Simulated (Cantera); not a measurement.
Input: 1 mol Fe, 18 mol NH₃, 2.6 mol N₂, 0.23 mol O₂, held at 1452 °C and 630000 Pa.

Method: chemical equilibrium by Gibbs-energy minimisation in Cantera with the NASA 1993 tables (ideal gas, pure condensed phases). Candidate condensed phases: Fe, FeO, Fe(OH)₂, Fe(OH)₃, Fe₂O₃, Fe₃O₄, H₂O; 27 gas species. Kinetics and transport are ignored.

Base state: H₂ 0.687, N₂ 0.300, H₂O 0.0119, NH₃ 6.76e-5, H 6.14e-5 (mole fractions); condensed: Fe(δ).

### Question
What changes in the equilibrium state with this change: Fe replaced by Pb?

### Answer
```json
[
 {"species": "H₂", "before": "0.687", "after": "0.670"},
 {"species": "N₂", "before": "0.300", "after": "0.293"},
 {"species": "Pb", "before": "0", "after": "0.0252"},
 {"species": "H₂O", "before": "0.0119", "after": "0.0116"},
 {"species": "Pb₂", "before": "0", "after": "3.57e-5"},
 {"species": "NH₃", "before": "6.76e-5", "after": "6.43e-5"},
 {"species": "H", "before": "6.14e-5", "after": "6.06e-5"},
 {"species": "Fe(δ), mol", "before": "1.000", "after": "0"}
]
```
Further candidate phases: Pb, PbO, PbO₂, Pb₃O₄.
